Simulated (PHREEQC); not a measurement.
Solution (25 °C): 0.025 mol/kgw HNO3, 8.6e-05 mol/kgw CuSO4 and 0.001 mol/kgw KCl. Closed to the air; pH follows from the charge balance.

Model: ion-association model, phreeqc.dat, run in PHREEQC.

Each row changes one thing in this solution. No solid was allowed to form.

```
case                                              pH  ionic strength (mol/kgw)  HSO4- (mol/kgw)  SO4-2 (mol/kgw)  CuSO4 (mol/kgw)  KSO4- (mol/kgw)  SI of Sylvite (KCl)
----------------------------------------------  ----  ------------------------  ---------------  ---------------  ---------------  ---------------  -------------------
as made                                         1.66                    0.0262          4.94e-5          3.63e-5          1.94e-7          1.38e-7                -7.04
HNO3 replaced by Fe(NO3)3 at the same molality  2.00                     0.143          3.16e-6          7.58e-6          1.53e-8          1.69e-8                -7.22
diluted 10-fold with water                      2.62                   0.00263          1.40e-6          7.18e-6          8.10e-9                …                -8.95
diluted 2-fold with water                       1.95                    0.0131          1.88e-5          2.40e-5                …          5.33e-8                -7.60
temperature from 25 to 75 °C                    1.67                    0.0262          7.04e-5          1.54e-5          9.74e-8          1.16e-7                -7.27
temperature from 25 to 10 °C                    1.66                    0.0263          4.32e-5                …                …          1.24e-7                    …
```

**Question.** Complete the blanks.

**Answer.** 
- diluted 10-fold with water, KSO4- (mol/kgw): 4.04e-9
- diluted 2-fold with water, CuSO4 (mol/kgw): 8.59e-8
- temperature from 25 to 10 °C, SO4-2 (mol/kgw): 4.25e-5
- temperature from 25 to 10 °C, CuSO4 (mol/kgw): 2.09e-7
- temperature from 25 to 10 °C, SI of Sylvite (KCl): -6.96

Some of these states are supersaturated (in Hematite (slow to form), Goethite (slow to form), for instance). Constants without temperature data keep their 25 °C values here.
